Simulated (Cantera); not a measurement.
**Thermal oxidation and active oxidation of silicon: Si + N₂O + H₂**

Feed: 1 mol Si, 0.1 mol N₂O, 36 mol H₂, held at 0.00133 bar.

Equilibrium computed with Cantera from the NASA thermochemical tables; the gas is ideal and each condensed phase is pure. Candidate condensed phases: H₂O, Si, SiO₂, Si₂N₂O, Si₃N₄; 35 gas species. Mutual solubility and eutectic melting of coexisting phases are not modelled. The tables' values for SiN are old estimates; treat these amounts as uncertain. Gases not in the tables: Si₂H₆ and higher silanes. Kinetics and transport are ignored.

From 900 K to 1400 K the condensed part is Si(s) + Si₂N₂O(s). From 1500 K to 1600 K the condensed part is Si(s). From 1700 K to 1900 K the condensed part is Si(l). From 2000 K to 2200 K nothing is condensed.

| T (K) | x H₂ | x H | x Si | x N₂ | n Si(s) | n Si₂N₂O(s) | n Si(l) |
|---|---|---|---|---|---|---|---|
| 900 | 1.00 | 3.20e-9 | <1e-12 | <1e-12 | 0.800 | 0.100 | 0 |
| 1000 | 1.00 | 6.22e-8 | <1e-12 | 2.81e-10 | 0.800 | 0.100 | 0 |
| 1100 | 1.000 | 7.08e-7 | 1.77e-11 | 2.72e-8 | 0.800 | 0.1000 | 0 |
| 1200 | 1.000 | 5.40e-6 | 1.04e-9 | 1.21e-6 | 0.800 | 0.1000 | 0 |
| 1300 | 1.000 | 3.03e-5 | 3.25e-8 | 2.95e-5 | 0.801 | 0.0989 | 0 |
| 1400 | 0.999 | 0.000133 | 6.17e-7 | 0.000453 | 0.816 | 0.0837 | 0 |
| 1500 | 0.994 | 0.000481 | 7.89e-6 | 0.00276 | 0.900 | 0 | 0 |
| 1600 | 0.993 | 0.00148 | 7.31e-5 | 0.00276 | 0.897 | 0 | 0 |
| 1700 | 0.990 | 0.00402 | 0.000509 | 0.00275 | 0 | 0 | 0.880 |
| 1800 | 0.982 | 0.00972 | 0.00238 | 0.00274 | 0 | 0 | 0.807 |
| 1900 | 0.963 | 0.0213 | 0.00946 | 0.00270 | 0 | 0 | 0.529 |
| 2000 | 0.928 | 0.0429 | 0.0227 | 0.00263 | 0 | 0 | 0 |
| 2100 | 0.891 | 0.0805 | 0.0227 | 0.00258 | 0 | 0 | 0 |
| 2200 | 0.832 | 0.141 | 0.0221 | 0.00250 | 0 | 0 | 0 |
x: gas mole fraction; n: condensed amount in mol.
